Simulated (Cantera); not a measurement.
Input: 1 mol Ta2O5, 37 mol H2, 0.34 mol H2O, equilibrated at 1500 K and 0.133 bar.

Equilibrium computed with Cantera from the NASA thermochemical tables; the gas is ideal and each condensed phase is pure. Candidate condensed phases: H2O, Ta, Ta2O5; 12 gas species. Rates play no part.

Base state: H2 0.991, H2O 0.00911, H 4.80e-5 (mole fractions); condensed: Ta2O5(s).

What changes in the equilibrium state with this change: temperature from 1500 K to 2100 K?


```tsv
species	before	after
H2	0.991	0.982
H2O	0.00911	0.00907
H	4.80e-5	0.00846
TaO2	<1e-9	2.10e-5
Ta2O5(s), mol	1.00	0
Ta2O5(l), mol	0	1.000
```

What changes in the equilibrium state with this change: temperature from 1500 K to 1823 K?


```json
[
 {"species": "H2", "before": "0.991", "after": "0.990"},
 {"species": "H2O", "before": "0.00911", "after": "0.00910"},
 {"species": "H", "before": "4.80e-5", "after": "0.00118"},
 {"species": "Ta2O5(s), mol", "before": "1.00", "after": "1.000"}
]
```
